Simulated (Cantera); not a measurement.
**Thermodynamics of chlorosilane synthesis and conversion, feed Si + Cl₂ + H₂ + HCl**

A closed system holds: 1 mol Si, 1.2 mol Cl₂, a varied amount of H₂, 1.1 mol HCl, equilibrated at 11.0 bar.

These are equilibrium values from Cantera (NASA tables, ideal gas, pure condensed phases), not measurements of a reactor. Candidate condensed phases: Si; 19 gas species. The tables' values for SiCl₃ are old estimates. Rates play no part.

Stable condensed phases:

```
T in K \ n(H₂) in mol
         0.24 0.41 0.69  1.2    2  3.3  5.6  9.5
   1573     A    A    A    A    A    A    B    B
   1523     A    A    A    A    B    B    B    B
   1473     B    B    B    B    B    B    B    B
   1423     B    B    B    B    B    B    B    B
   1373     B    B    B    B    B    B    B    B
   1323     B    B    B    B    B    B    B    B
   1273     B    B    B    B    B    B    B    B
   1223     B    B    B    B    B    B    B    B
   1173     B    B    B    B    B    B    B    A
   1123     B    B    B    B    B    B    A    A
   1073     B    B    B    B    B    A    A    A
   1023     B    B    B    B    B    A    A    A
    973     B    B    B    B    B    A    A    A
    923     B    B    B    B    B    A    A    A
```

A: gas only; B: Si.
